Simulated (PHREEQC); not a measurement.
0.27 g of hydrous ferric oxide (600 m²/g; 0.2 weak and 0.005 strong sites per Fe, Dzombak-Morel constants, diffuse double layer) in 1 kg of water with 0.3 mol/kgw of an inert sodium salt and 5.4e-06 mol MnCl2, at 25 °C; the pH is set by adding NaOH or the inert anion's acid. No oxygen is let in. The system is closed to CO2. No solid was allowed to form.

Base run: PHREEQC, ion-association model, wateq4f.dat. Each further column changes one thing. The table gives surface charge σ (C/m²).

| pH | base | background salt from 0.3 to 0.03 mol/kgw | oxide from 0.27 to 1.4 g/kgw | 0.0014 mol/kgw MgCl2 added |
|---|---|---|---|---|
| 3 | 0.368 | 0.350 | 0.368 | 0.368 |
| 3.5 | 0.363 | 0.320 | 0.363 | 0.363 |
| 4 | 0.349 | 0.271 | 0.349 | 0.349 |
| 4.5 | 0.318 | 0.213 | 0.318 | 0.319 |
| 5 | 0.269 | 0.157 | 0.269 | 0.270 |
| 5.5 | 0.210 | 0.111 | 0.211 | 0.211 |
| 6 | 0.154 | ? | 0.154 | 0.155 |
| 6.5 | 0.106 | ? | 0.106 | 0.106 |
| 7 | 0.067 | ? | 0.066 | 0.068 |
| 7.5 | 0.035 | 0.014 | 0.034 | ? |
| 8 | 0.007 | 0.003 | 0.006 | 0.032 |
| 8.5 | -0.020 | ? | -0.021 | 0.031 |
| 9 | -0.050 | -0.020 | -0.051 | 0.030 |

**Question.** Some entries are withheld; supply them.

**Answer.** 
- 6, background salt from 0.3 to 0.03 mol/kgw: 0.075
- 6.5, background salt from 0.3 to 0.03 mol/kgw: 0.048
- 7, background salt from 0.3 to 0.03 mol/kgw: 0.028
- 7.5, 0.0014 mol/kgw MgCl2 added: 0.042
- 8.5, background salt from 0.3 to 0.03 mol/kgw: -0.008

The oxide is taken as insoluble; below pH 4 it would dissolve.
